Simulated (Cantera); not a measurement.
# B₂O₃ + H₂ (boron, boron nitride and boron oxide)

Input: 1 mol B₂O₃, 110 mol H₂, at 71.0 mbar.

Cantera equilibrium calculation (NASA polynomials, part measured and part estimated; ideal gas, pure solids and liquids). Candidate condensed phases: B, B₂O₃, B₃O₃H₃, H₂O; 23 gas species. Equilibrium is a limit: real reactors are often held back by kinetics, nucleation or transport.

From 1325 K to 1475 K the condensed part is B₂O₃(l). From 1625 K to 2225 K nothing is condensed. The main B-bearing gas is HBO throughout.

```
T (K)   x H₂       x H     x HBO    x HBO₂     x H₂O  n B₂O₃(l)
-----  -----  --------  --------  --------  --------  ---------
1325   0.999   6.14e-6  0.000273  0.000141   8.21e-5      0.975
1475   0.996   4.86e-5   0.00187   0.00131  0.000326      0.800
1625   0.983  0.000263   0.00725   0.00606  0.000918          0
1775   0.981   0.00108   0.00834   0.00589   0.00159          0
1925   0.977   0.00355   0.00925   0.00543   0.00243          0
2075   0.970   0.00984   0.00975   0.00477   0.00339          0
2225   0.955    0.0238   0.00958   0.00394   0.00441          0
```
x: gas mole fraction; n: condensed amount in mol.
